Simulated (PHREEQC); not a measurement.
Solution (33 °C): 5.6 mmol/kgw HNO3, 0.0011 mmol/kgw H4SiO4 and 0.053 mmol/kgw KH2PO4. Closed to the air; pH follows from the charge balance.

The numbers come from PHREEQC with the ion-association model, phreeqc.dat.

Each row changes one thing in this solution. This is a speciation only: nothing precipitates in the calculation.

| case | pH | H2PO4- (mol/kgw) | H3PO4 (mol/kgw) | HPO4-2 (mol/kgw) | SI of Quartz (SiO2) |
|---|---|---|---|---|---|
| as made | 2.29 | 2.99e-5 | 2.31e-5 | 4.75e-10 | -2.09 |
| temperature from 33 to 65 °C | 2.29 | 2.57e-5 | 2.73e-5 | 4.87e-10 | (withheld) |
| diluted 2-fold with water | 2.58 | 1.89e-5 | 7.61e-6 | 5.52e-10 | (withheld) |
| H4SiO4 from 1.1e-06 to 5.5e-06 mol/kgw | 2.29 | 2.99e-5 | 2.31e-5 | 4.75e-10 | -1.39 |
| temperature from 33 to 85 °C | 2.29 | 2.35e-5 | 2.95e-5 | 4.91e-10 | -2.71 |

Q: Fill in the missing entries.

A: 
- temperature from 33 to 65 °C, SI of Quartz (SiO2): -2.50
- diluted 2-fold with water, SI of Quartz (SiO2): -2.39

Species that the database lacks are ignored. Constants without temperature data keep their 25 °C values here.
